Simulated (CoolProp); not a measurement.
Properties of n-butane along the isobar 4.87 bar (Tc = 152.0 °C, pc = 37.96 bar, ω = 0.201).

Values from CoolProp's reference Helmholtz-energy equation of state, Bücker 2006.

```
T (°C)  phase  density (kg/m³)  cp (kJ/(kg K))  isothermal compressibility (1/MPa)  viscosity (µPa s)
------  -----  ---------------  --------------  ----------------------------------  -----------------
107.95    gas            9.562           2.142                               2.207               9.52
117.15    gas            9.283           2.175                               2.193               9.74
126.25    gas            9.025           2.209                               2.180               9.96
135.45    gas            8.782           2.243                               2.169               10.2
144.55    gas            8.556           2.277                               2.160               10.4
153.75    gas            8.341           2.312                               2.151               10.6
162.95    gas            8.137           2.347                               2.143               10.8
172.05    gas            7.947           2.381                               2.136               11.1
```

Viscosity comes from a separate model (Vogel 1999).
